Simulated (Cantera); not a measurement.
An adiabatic, constant-pressure homogeneous reactor starts with C3H8 : O2 : N2 = 1 : 6.85 : 67.1 (molar parts), equivalence ratio 0.73, at 1800 K and 750 Torr. Integrator tolerance rtol = 1e-08.

Computed with Cantera and GRI-Mech 3.0 (53 species, 325 reactions). GRI-Mech 3.0 was tuned for natural gas; its chemistry of propane as a main component is partial and can be far from experiment.

What does this change do: 1.3 parts H2 added?


```json
[
 {"quantity": "time of steepest temperature rise", "before": "18.3 µs", "after": "16.5 µs"},
 {"quantity": "temperature at 9.00 s", "before": "2417 K", "after": "2477 K"},
 {"quantity": "equilibrium temperature", "before": "2417 K", "after": "2477 K"},
 {"quantity": "x(C3H8) at 9.00 s", "before": "<1e-12 (gas-phase equilibrium <1e-12)", "after": "<1e-12 (gas-phase equilibrium <1e-12)"},
 {"quantity": "x(O2) at 9.00 s", "before": "0.0224 (gas-phase equilibrium 0.0224)", "after": "0.0158 (gas-phase equilibrium 0.0158)"},
 {"quantity": "x(HO2) at 9.00 s", "before": "1.49e-6 (gas-phase equilibrium 1.49e-6)", "after": "1.53e-6 (gas-phase equilibrium 1.53e-6)"},
 {"quantity": "x(CH2) at 9.00 s", "before": "<1e-12 (gas-phase equilibrium <1e-12)", "after": "<1e-12 (gas-phase equilibrium <1e-12)"},
 {"quantity": "x(NO2) at 9.00 s", "before": "2.17e-6 (gas-phase equilibrium 2.17e-6)", "after": "1.59e-6 (gas-phase equilibrium 1.59e-6)"},
 {"quantity": "x(NO) at 9.00 s", "before": "0.00683 (gas-phase equilibrium 0.00683)", "after": "0.00637 (gas-phase equilibrium 0.00637)"}
]
```
